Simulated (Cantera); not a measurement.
A closed system holds: 1 mol C3H6, 0.072 mol CO2, equilibrated at 623.15 K.

Equilibrium computed with Cantera from the NASA thermochemical tables; the gas is ideal and each condensed phase is pure. Candidate condensed phases: C, C6H6, C7H8, C8H18, H2O; 110 gas species. The ideal-gas law is rough above about 30 bar. Kinetics and transport are ignored.

At 1.00e7 Pa, list the 5 most abundant gas species with their mole fractions, and the condensed phases.

CH4 0.897, H2O 0.0885, H2 0.0133, CO2 0.00125, C2H6 5.96e-5. Condensed: C(graphite).
